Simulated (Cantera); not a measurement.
Feed: 1 mol Si₂Cl₆, 46 mol NH₃, 2.1 mol H₂, equilibrated at 130 Pa.

Method: chemical equilibrium by Gibbs-energy minimisation in Cantera with the NASA 1993 tables (ideal gas, pure condensed phases). Candidate condensed phases: NH₄Cl, Si, Si₃N₄; 28 gas species. The feed counts by its element totals alone. The tables' values for SiCl, SiN, SiCl₃ are old estimates; treat these amounts as uncertain. Gases not in the tables: Si₂H₆ and higher silanes. Kinetics and transport are ignored.

x: gas mole fraction; n: condensed amount in mol.

```csv
T (°C),x H₂,x N₂,x HCl,x H,x Si,x SiCl₂,x SiCl,n Si₃N₄(s),n Si(l)
827,0.711,0.226,0.0626,6.05e-7,<1e-12,2.48e-6,<1e-12,0.666,0
927,0.711,0.226,0.0626,4.62e-6,2.25e-12,2.74e-5,1.07e-10,0.666,0
1027,0.711,0.226,0.0622,…,…,…,6.54e-9,0.660,0
1127,0.712,0.227,0.0604,…,…,…,2.15e-7,0.631,0
1227,0.713,0.228,0.0545,0.000412,2.38e-6,0.00394,4.05e-6,0.540,0
1327,0.715,0.231,0.0437,0.00127,7.48e-5,0.00918,4.58e-5,0.366,0
1427,0.707,0.236,0.0428,0.00344,0.000522,0.00926,0.000155,0,1.02
1527,0.701,0.235,0.0437,0.00831,0.00244,0.00842,0.000398,0,0.876
1627,0.686,0.232,0.0437,0.0182,0.00970,0.00753,0.000910,0,0.131
```

Some entries are withheld; supply them.


- 1027, x H: 2.59e-5
- 1027, x Si: 4.73e-10
- 1027, x SiCl₂: 0.000206
- 1127, x H: 0.000114
- 1127, x Si: 4.58e-8
- 1127, x SiCl₂: 0.00109
